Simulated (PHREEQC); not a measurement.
## Copper plating or etch bath: an equilibrium model

Consider water at 20 °C with 0.1 mol Cu(BF4)2, 0.0018 mol HCl, 0.0021 mol KCl and 0.0071 mol HNO3 per kg of water. Closed to the air; pH follows from the charge balance.

All values are PHREEQC results (ion-association model, wateq4f.dat), not measurements.

This is a speciation only: nothing precipitates in the calculation.

Q: Predict the pH.

A: pH 2.12.

Q: In which forms is Cl present?

A: Cl- 94 %, CuCl+ 5.6 % of the Cl.

Real BF4- forms and hydrolyses slowly; the run takes it at equilibrium.
